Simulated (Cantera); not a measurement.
A closed system holds: 1 mol AlN, a varied amount of HI, 4.2 mol H₂, equilibrated at 1350 °C and 0.360 bar.

Method: chemical equilibrium by Gibbs-energy minimisation in Cantera with the NASA 1993 tables (ideal gas, pure condensed phases). Candidate condensed phases: Al, AlI₃, AlN, I₂; 19 gas species. Equilibrium is a limit: real reactors are often held back by kinetics, nucleation or transport.

log p: log10 of the partial pressure in bar; n: condensed amount in mol.

```json
[
 {"n(HI) (mol)": "0.018", "log p H₂": "-0.45", "log p HI": "-3.21", "log p I": "-3.28", "log p AlI": "-3.41", "n AlN(s)": "0.995"},
 {"n(HI) (mol)": "0.031", "log p H₂": "-0.45", "log p HI": "-2.96", "log p I": "-3.03", "log p AlI": "-3.24", "n AlN(s)": "0.993"},
 {"n(HI) (mol)": "0.052", "log p H₂": "-0.45", "log p HI": "-2.72", "log p I": "-2.79", "log p AlI": "-3.08", "n AlN(s)": "0.990"},
 {"n(HI) (mol)": "0.089", "log p H₂": "-0.45", "log p HI": "…", "log p I": "…", "log p AlI": "…", "n AlN(s)": "0.985"},
 {"n(HI) (mol)": "0.15", "log p H₂": "-0.46", "log p HI": "…", "log p I": "…", "log p AlI": "…", "n AlN(s)": "0.978"},
 {"n(HI) (mol)": "0.26", "log p H₂": "-0.47", "log p HI": "-2.03", "log p I": "-2.09", "log p AlI": "-2.62", "n AlN(s)": "0.967"},
 {"n(HI) (mol)": "0.44", "log p H₂": "-0.49", "log p HI": "-1.83", "log p I": "-1.88", "log p AlI": "-2.50", "n AlN(s)": "0.949"},
 {"n(HI) (mol)": "0.75", "log p H₂": "-0.51", "log p HI": "-1.65", "log p I": "-1.69", "log p AlI": "-2.40", "n AlN(s)": "0.917"}
]
```

**Question.** Some entries are withheld; supply them.

**Answer.** 
- 0.15, log p HI: -2.25
- 0.15, log p I: -2.32
- 0.15, log p AlI: -2.77
- 0.089, log p HI: -2.48
- 0.089, log p I: -2.55
- 0.089, log p AlI: -2.92
